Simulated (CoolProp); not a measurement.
Vapour-liquid equilibrium of isohexane (1) + benzene (2) at 73.95 °C; x and y are mole fractions of (1).

Computed with CoolProp (multi-fluid Helmholtz-energy mixture model, Lemmon 2006 and Thol 2012; pair parameters Bell 2016).

| x | bubble pressure (MPa) | y at the bubble point | dew pressure at overall composition x (MPa) | liquid density (mol/L) |
|---|---|---|---|---|
| 0.05 | 0.09250 | 0.137 | 0.08669 | 10.25 |
| 0.125 | 0.1032 | 0.277 | 0.09168 | 9.902 |
| 0.2 | 0.1115 | 0.376 | (withheld) | 9.571 |
| 0.275 | 0.1183 | 0.452 | 0.1030 | 9.258 |
| 0.35 | 0.1240 | 0.517 | 0.1093 | 8.963 |
| 0.425 | 0.1289 | 0.574 | 0.1159 | 8.685 |
| 0.5 | 0.1332 | 0.628 | 0.1225 | 8.421 |
| 0.575 | 0.1371 | 0.681 | 0.1289 | 8.172 |
| 0.65 | 0.1407 | 0.734 | 0.1349 | 7.936 |
| 0.725 | 0.1440 | 0.787 | 0.1401 | 7.711 |
| 0.8 | (withheld) | 0.843 | 0.1447 | 7.498 |
| 0.875 | 0.1497 | 0.900 | 0.1485 | (withheld) |
| 0.95 | 0.1522 | 0.960 | (withheld) | 7.101 |

### Question
Complete the blanks.

### Answer

- 0.2, dew pressure at overall composition x (MPa): 0.09712
- 0.8, bubble pressure (MPa): 0.1470
- 0.875, liquid density (mol/L): 7.295
- 0.95, dew pressure at overall composition x (MPa): 0.1519

No azeotrope shows between x = 0.05 and 0.95.

Pair parameters are fitted to limited data, so mixtures are less certain than the pure fluids.
